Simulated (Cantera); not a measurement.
Charge: 1 mol CCl4, a varied amount of H2, held at 2198 K and 11000 Pa.

These are equilibrium values from Cantera (NASA tables, ideal gas, pure condensed phases), not measurements of a reactor. Candidate condensed phases: C, C6H6, C7H8, C8H18; 91 gas species. Equilibrium is a limit: real reactors are often held back by kinetics, nucleation or transport.

At 2.7 mol H2, list the 5 most abundant gas species with their mole fractions, and the condensed phases.

HCl 0.812, H2 0.155, Cl 0.0252, H 0.00662, C2H2 (acetylene) 0.000394. Condensed: C(graphite).
